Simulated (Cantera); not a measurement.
A Cantera script and what it prints.

```python
import numpy as np
import cantera as ct

gas_names = """
    Fe FeO Fe(OH)2 H HO2 H2 H2O H2O2 H2S H2SO4 O OH O2 O3 S SH SO SO2 SO3 S2 S2O S8
""".split()
cond_names = """
    Fe(a) Fe(c) Fe(d) Fe(L) FeO(s) FeO(L) Fe(OH)2(s) Fe(OH)3(s) FeS(a) FeS(b) FeS(c) FeS(L) FeSO4(s)
    FeS2(s) Fe2O3(s) Fe2S3O12(s) Fe3O4(s) H2O(s) H2O(L) H2SO4(L) S(cr1) S(cr2) S(L)
""".split()


# ... load() reads the species with a 1 bar reference pressure and builds the phases ...
atoms = {
    'FeS2': {'Fe': 1, 'S': 2},
    'SO3': {'S': 1, 'O': 3},
    'H2O': {'H': 2, 'O': 1},
}
top_T = {'FeSO4(s)': 950, 'FeS2(s)': 1010, 'Fe2O3(s)': 1830, 'Fe2S3O12(s)': 1100, 'Fe3O4(s)': 1870}  # K; cautious upper limits of use, not melting points


# ... equilibrate(T, P, feed) seeds the gas with the atoms and calls Mixture.equilibrate('TP', solver="vcs", rtol=1e-11, max_steps=5000) ...
results = []
feed = {'FeS2': 1, 'SO3': 0.066, 'H2O': 2.4}  # mol
P = 100000  # Pa
for T in [898, 998, 1098, 1198, 1298, 1398, 1498, 1598, 1698]:
    mix = equilibrate(T, P, feed)
    results.append((T, P, feed, dict(zip(mix.species_names, mix.species_moles))))

top = {s: max(r[3][s] / sum(r[3][g] for g in gas_names) for r in results) for s in gas_names}
cols = sorted((s for s in top if top[s] > 1e-06), key=lambda s: -top[s])[:9]
seen = [c for c in cond_names if any(r[3].get(c, 0) > 1e-12 for r in results)]
print("log10 of partial pressures in bar; condensed amounts in mol")
print(f"{'T/K':>10s}" + "".join(f"{s[:9]:>10s}" for s in cols + seen))
for T, P, feed, n in results:
    ng = sum(n[g] for g in gas_names)
    print(f"{T:10.4g}" + "".join(f"{np.log10(max(n[s] / ng * P / 1e5, 1e-99)):10.3f}" for s in cols)
          + "".join(f"{n.get(c, 0):10.4g}" for c in seen))
```

It prints:

```
log10 of partial pressures in bar; condensed amounts in mol
       T/K       H2O       H2S       SO2        H2        S2        SO        SH       S2O         S    FeS(c)    FeS(L)   FeS2(s)
       898    -0.066    -1.224    -1.166    -2.896    -1.985    -5.982    -5.970    -3.283   -10.433    0.3243         0    0.6757
       998    -0.154    -0.901    -1.011    -2.467    -1.153    -4.988    -4.904    -2.605    -8.759         1         0         0
      1098    -0.150    -0.954    -1.035    -2.117    -1.101    -4.407    -4.348    -2.596    -7.703         1         0         0
      1198    -0.149    -1.007    -1.050    -1.830    -1.065    -3.923    -3.890    -2.591    -6.826         1         0         0
      1298    -0.152    -1.063    -1.054    -1.594    -1.040    -3.510    -3.510    -2.587    -6.086         1         0         0
      1398    -0.157    -1.122    -1.047    -1.400    -1.025    -3.154    -3.192    -2.584    -5.454         1         0         0
      1498    -0.165    -1.186    -1.032    -1.241    -1.017    -2.842    -2.923    -2.580    -4.909         0         1         0
      1598    -0.177    -1.253    -1.011    -1.111    -1.018    -2.567    -2.696    -2.579    -4.435         0         1         0
      1698    -0.190    -1.324    -0.987    -1.004    -1.025    -2.323    -2.504    -2.580    -4.021         0    0.9999         0
```

Method: chemical equilibrium by Gibbs-energy minimisation in Cantera with the NASA 1993 tables (ideal gas, pure condensed phases). FeS: taken at fixed stoichiometry. Gases not in the tables: S3 to S7.
